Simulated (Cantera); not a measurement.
Charge: 1 mol Si2Cl6, 30 mol N2, held at 1325 K.

Equilibrium computed with Cantera from the NASA thermochemical tables; the gas is ideal and each condensed phase is pure. Candidate condensed phases: Si, Si3N4; 13 gas species. The feed counts by its element totals alone. N2 is the only nitrogen source here; it is nearly inert below about 1500 K, so the nitride shown seldom forms there in practice. Kinetics and transport are ignored.

Q: Which condensed phases are stable at each of these points (P (Pa)): 5, 17, 59, 210, 710, 2400, 8400, 29000, 100000?

A: 
```tsv
P (Pa)	condensed phases	Si condensed (%)
5	gas only	0.0
17	gas only	0.0
59	gas only	0.0
210	Si3N4(s)	2.8
710	Si3N4(s)	14.5
2400	Si3N4(s)	20.1
8400	Si3N4(s)	22.7
29000	Si3N4(s)	23.8
100000	Si3N4(s)	24.4
```

From 5.00 Pa to 59.0 Pa nothing is condensed. From 2.10 mbar to 1.00 bar the condensed part is Si3N4(s).
